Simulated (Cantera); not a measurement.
# Ignition delay

Mixture: 1.80 % CH4, 0.287 % C2H6, 1.47 % C3H8, 20.3 % O2, 76.1 % N2, equivalence ratio 0.59, at 30.0 bar, adiabatic and at constant pressure. Ignition delay is the time to a rise of 400 K.

Computed with Cantera and GRI-Mech 3.0 (53 species, 325 reactions). GRI-Mech 3.0 was tuned for natural gas; its chemistry of propane as a main component is partial and can be far from experiment. The pressure lies above the range GRI-Mech 3.0 was tuned for (to about 10 atm).

```json
[
 {"T0 (K)": "1175", "delay (ms)": "0.610"},
 {"T0 (K)": "1250", "delay (ms)": "0.222"},
 {"T0 (K)": "1325", "delay (ms)": "0.0848"},
 {"T0 (K)": "1400", "delay (ms)": "0.0348"},
 {"T0 (K)": "1475", "delay (ms)": "0.0156"},
 {"T0 (K)": "1550", "delay (ms)": "0.00767"},
 {"T0 (K)": "1625", "delay (ms)": "0.00413"}
]
```

| Item | Value |
|---|---|
| apparent activation energy between 1475 and 1625 K | 180 kJ/mol |
